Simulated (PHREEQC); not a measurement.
Make-up at 94 °C: 0.017 mol/kgw HNO3 and 0.21 mol/kgw KCl. It is in equilibrium with CO2 at log p = -3.5 (atm). Otherwise closed; pH follows from the charge balance.

All values are PHREEQC results (ion-association model, phreeqc.dat), not measurements.

```json
{
 "pH": "1.88",
 "ionic_strength": "0.227 mol/kgw",
 "activity_of_water": "0.992",
 "specific_conductance": "86000 µS/cm",
 "density": "0.973 g/cm³",
 "total_alkalinity": "-17.0 meq/kg"
}
```

```tsv
species	molality	activity	log γ
Cl-	0.210	0.141	-0.173
K+	0.210	0.140	-0.176
H+	0.0170	0.0131	-0.114
NO3-	0.0170	0.0110	-0.189
CO2	3.31e-6	3.48e-6	0.023
```

Precipitation was switched off in this run. Complexes and solids missing from the database can't appear. Away from 25 °C the constants follow the database's enthalpies or fits; those with neither stay at their 25 °C values.
